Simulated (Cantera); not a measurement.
A closed system holds: 1 mol C2H5OH, 1.5 mol H2, 0.7 mol N2, held at 54.0 Pa.

Cantera equilibrium calculation (NASA polynomials, part measured and part estimated; ideal gas, pure solids and liquids). Candidate condensed phases: C, C6H6, C7H8, C8H18, H2O; 136 gas species. The numbers say what is thermodynamically allowed, not how fast it happens.

Q: What share of the C ends up in condensed phases as a function of T (K), at 1225, 1325, 1425, 1525, 1625, 1725, 1825, 1925, 2025, 2125, 2225?

A: 
```
T (K)  C condensed (%)           as
-----  ---------------  -----------
1225              50.0  C(graphite)
1325              50.0  C(graphite)
1425              49.9  C(graphite)
1525              49.9  C(graphite)
1625              49.8  C(graphite)
1725              49.6  C(graphite)
1825              49.3  C(graphite)
1925              48.8  C(graphite)
2025              48.1  C(graphite)
2125              47.2  C(graphite)
2225              46.0  C(graphite)
```
